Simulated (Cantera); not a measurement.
Nitride etching: Si3N4 + H2

A closed system holds: 1 mol Si3N4, 1.9 mol H2, held at 1202 °C.

Equilibrium computed with Cantera from the NASA thermochemical tables; the gas is ideal and each condensed phase is pure. Candidate condensed phases: Si, Si3N4; 18 gas species. Mutual solubility and eutectic melting of coexisting phases are not modelled. The numbers say what is thermodynamically allowed, not how fast it happens.

From 1.00 Pa to 5.20 Pa the condensed part is Si(s). From 27.0 Pa to 0.190 bar the condensed part is Si(s) + Si3N4(s). At 1.00 bar the condensed part is Si3N4(s). The main Si-bearing gas is Si at 1.00 Pa and SiH2 at 1.00 bar.

```json
[
 {"P (Pa)": "1", "x H2": "0.485", "x N2": "0.512", "x H": "0.00286", "x Si": "0.000575", "x SiH": "4.51e-6", "x Si2N": "2.71e-6", "x SiN": "1.86e-6", "x SiH2": "5.23e-7", "n Si(s)": "3.00", "n Si3N4(s)": "0"},
 {"P (Pa)": "5.20", "x H2": "0.486", "x N2": "0.512", "x H": "0.00125", "x Si": "0.000111", "x SiH": "1.98e-6", "x Si2N": "1.19e-6", "x SiN": "8.17e-7", "x SiH2": "5.25e-7", "n Si(s)": "3.00", "n Si3N4(s)": "0"},
 {"P (Pa)": "27", "x H2": "0.893", "x N2": "0.106", "x H": "0.000746", "x Si": "2.13e-5", "x SiH": "1.18e-6", "x Si2N": "2.38e-7", "x SiN": "1.63e-7", "x SiH2": "9.64e-7", "n Si(s)": "0.340", "n Si3N4(s)": "0.887"},
 {"P (Pa)": "140", "x H2": "0.979", "x N2": "0.0205", "x H": "0.000343", "x Si": "4.11e-6", "x SiH": "5.42e-7", "x Si2N": "4.59e-8", "x SiN": "3.15e-8", "x SiH2": "1.06e-6", "n Si(s)": "0.0597", "n Si3N4(s)": "0.980"},
 {"P (Pa)": "720", "x H2": "0.996", "x N2": "0.00399", "x H": "0.000153", "x Si": "7.99e-7", "x SiH": "2.41e-7", "x Si2N": "8.93e-9", "x SiN": "6.13e-9", "x SiH2": "1.08e-6", "n Si(s)": "0.0114", "n Si3N4(s)": "0.996"},
 {"P (Pa)": "3700", "x H2": "0.999", "x N2": "0.000777", "x H": "6.74e-5", "x Si": "1.55e-7", "x SiH": "1.07e-7", "x Si2N": "1.74e-9", "x SiN": "1.19e-9", "x SiH2": "1.08e-6", "n Si(s)": "0.00221", "n Si3N4(s)": "0.999"},
 {"P (Pa)": "19000", "x H2": "1.000", "x N2": "0.000151", "x H": "2.98e-5", "x Si": "3.03e-8", "x SiH": "4.70e-8", "x Si2N": "3.39e-10", "x SiN": "2.32e-10", "x SiH2": "1.08e-6", "n Si(s)": "0.000429", "n Si3N4(s)": "1.000"},
 {"P (Pa)": "100000", "x H2": "1.000", "x N2": "2.87e-5", "x H": "1.30e-5", "x Si": "5.75e-9", "x SiH": "2.05e-8", "x Si2N": "6.43e-11", "x SiN": "4.41e-11", "x SiH2": "1.08e-6", "n Si(s)": "0", "n Si3N4(s)": "1.000"}
]
```
x: gas mole fraction; n: condensed amount in mol.
